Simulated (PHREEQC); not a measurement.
0.2 mol of Bromyrite (AgBr) is brought to equilibrium with 1 kg of water, at 25 °C under several pressures of CO2. O2 is buffered at 0.21 atm. Only these solids could form: Bromyrite, Ag2O, Ag2CO3.

Equilibrium calculation in PHREEQC: ion-association model, wateq4f.dat.

| log pCO2 (atm) | pH | dissolved Ag (mol/kgw) | dissolved Br (mol/kgw) | CO2 (mol/kgw) |
|---|---|---|---|---|
| -5 | 6.40 | 7.43e-7 | 7.43e-7 | 3.40e-7 |
| -4.5 | 6.16 | 7.43e-7 | 7.43e-7 | 1.08e-6 |
| -4 | 5.91 | 7.43e-7 | 7.43e-7 | 3.40e-6 |
| -3.5 | 5.66 | 7.44e-7 | 7.44e-7 | 1.08e-5 |
| -3 | 5.41 | 7.44e-7 | 7.44e-7 | 3.40e-5 |
| -2.5 | 5.16 | 7.45e-7 | 7.45e-7 | 0.000108 |
| -2 | 4.91 | 7.45e-7 | 7.45e-7 | 0.000340 |
| -1.5 | 4.66 | 7.46e-7 | 7.46e-7 | 0.00108 |
| -1 | 4.41 | 7.48e-7 | 7.48e-7 | 0.00340 |
| -0.5 | 4.16 | 7.49e-7 | 7.49e-7 | 0.0108 |
| 0 | 3.91 | 7.52e-7 | 7.52e-7 | 0.0340 |
